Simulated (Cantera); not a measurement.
Feed: 1 mol Si, a varied amount of Br2, 81 mol N2, equilibrated at 0.0100 bar.

Method: chemical equilibrium by Gibbs-energy minimisation in Cantera with the NASA 1993 tables (ideal gas, pure condensed phases). Candidate condensed phases: Br2, Si, Si3N4; 13 gas species. N2 is the only nitrogen source here; it is nearly inert below about 1500 K, so the nitride shown seldom forms there in practice. The tables' values for SiBr3 are old estimates. Kinetics and transport are ignored.

Question: What condenses at these points (T in K, n(Br2) in mol): (1348, 0.99); (1198, 1.6); (1398, 3.1); (1498, 0.99); (1148, 3.1)?

Answer: 
```csv
T (K),n(Br2) in mol,condensed phases,Si condensed (%)
1348,0.99,Si3N4,37.8
1198,1.6,Si3N4,19.6
1398,3.1,gas only,0.0
1498,0.99,Si3N4,27.6
1148,3.1,gas only,0.0
```
